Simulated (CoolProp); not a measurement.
Properties of ethylene along the isotherm 295.1 K.

The numbers come from the reference Helmholtz-energy equation of state, Smukala 2000 in CoolProp.

| p (MPa) | phase | density (kg/m³) | cp (kJ/(kg K)) | cv (kJ/(kg K)) | speed of sound (m/s) | expansivity (1/kK) |
|---|---|---|---|---|---|---|
| 0.0399 | gas | 0.4573 | 1.521 | 1.222 | 329.2 | 3.413 |
| 0.0756 | gas | 0.8682 | 1.525 | 1.223 | 328.8 | 3.435 |
| 0.143 | gas | 1.649 | 1.532 | 1.225 | 328.0 | 3.478 |
| 0.272 | gas | 3.161 | 1.545 | 1.228 | 326.4 | 3.562 |
| 0.515 | gas | 6.074 | 1.572 | 1.235 | 323.4 | 3.731 |
| 0.976 | gas | 11.86 | 1.630 | 1.249 | 317.5 | 4.091 |
| 1.85 | gas | 23.95 | 1.772 | 1.279 | 305.9 | 4.972 |
| 3.51 | gas | 53.05 | 2.268 | 1.357 | 281.1 | 8.081 |
| 6.65 | supercritical | 230.4 | 12.06 | 1.673 | 253.3 | 62.89 |
| 12.6 | supercritical | 367.0 | 3.356 | 1.450 | 543.2 | 7.118 |

The peak of cp marks the crossing from liquid-like to gas-like fluid above the critical point.
